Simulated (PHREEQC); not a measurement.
0.039 g of hydrous ferric oxide (600 m²/g; 0.2 weak and 0.005 strong sites per Fe, Dzombak-Morel constants, diffuse double layer) in 1 kg of water with 0.3 mol/kgw of an inert sodium salt and 0.047 mmol/kgw Na2HAsO4, at 25 °C; the pH is set by adding NaOH or the inert anion's acid. Oxygen alone is held at its pressure in air (log pO2 = -0.68). The system is closed to CO2. No solid was allowed to form.

Computed with PHREEQC (ion-association model, wateq4f.dat).

```
pH     As sorbed (%)  surface charge σ (C/m²)  surface potential ψ (mV)
-----  -------------  -----------------------  ------------------------
3               99.2                    0.171                        87
3.67            99.2                      ___                       ___
4.33            99.0                    0.119                        71
5                ___                    0.078                        53
5.67            97.6                    0.041                        31
6.33             ___                    0.011                         8
7               88.6                   -0.017                       -13
7.67            70.5                   -0.044                       -33
8.33            45.7                   -0.077                       -52
9               30.9                   -0.116                       -69
9.67            24.4                   -0.161                       -85
10.33           18.3                   -0.213                       -98
11               9.2                   -0.269                      -110
```

### Question
What belongs in the gaps?

### Answer

- 3.67, surface charge σ (C/m²): 0.153
- 3.67, surface potential ψ (mV): 82
- 5, As sorbed (%): 98.6
- 6.33, As sorbed (%): 95.4

Species that the database lacks are ignored. The oxide is taken as insoluble; below pH 4 it would dissolve.
